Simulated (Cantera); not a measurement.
Input: 1 mol SiH4, 0.014 mol CH4, 1700 mol H2, equilibrated at 9.00 Torr.

Cantera equilibrium calculation (NASA polynomials, part measured and part estimated; ideal gas, pure solids and liquids). Candidate condensed phases: C, C6H6, C7H8, C8H18, Si, SiC; 87 gas species. Mutual solubility and eutectic melting of coexisting phases are not modelled. Gases not in the tables: Si2H6 and higher silanes. Equilibrium is a limit: real reactors are often held back by kinetics, nucleation or transport.

log p: log10 of the partial pressure in bar; n: condensed amount in mol.

```csv
T (K),log p H2,log p H,log p Si,log p SiH,log p SiH2,log p Si2C,log p C2H2 (acetylene),n Si(l),n SiC(s)
1825,-1.92,-4.32,-5.34,-6.28,-6.37,(withheld),-8.73,0.186,0.00521
1900,-1.92,-4.06,-5.23,-6.25,-6.49,(withheld),-7.91,0,0
1975,-1.93,-3.83,-5.21,-6.31,-6.68,(withheld),-7.55,0,0
2050,-1.93,-3.61,-5.20,-6.38,-6.87,(withheld),-7.42,0,0
2125,-1.94,-3.41,-5.19,-6.45,-7.05,(withheld),-7.37,0,0
2200,-1.94,-3.22,-5.19,-6.51,-7.22,(withheld),-7.35,0,0
2275,-1.95,-3.05,-5.19,-6.58,-7.39,(withheld),-7.35,0,0
2350,-1.97,-2.89,-5.19,-6.65,-7.56,(withheld),-7.36,0,0
2425,-1.99,-2.74,-5.20,-6.72,-7.73,(withheld),-7.37,0,0
2500,-2.02,-2.61,-5.21,-6.80,-7.90,(withheld),-7.40,0,0
```

Q: Fill in the missing entries.

A: 
- 1825, log p Si2C: -7.26
- 1900, log p Si2C: -7.16
- 1975, log p Si2C: -7.45
- 2050, log p Si2C: -7.83
- 2125, log p Si2C: -8.22
- 2200, log p Si2C: -8.61
- 2275, log p Si2C: -8.99
- 2350, log p Si2C: -9.35
- 2425, log p Si2C: -9.69
- 2500, log p Si2C: -10.03
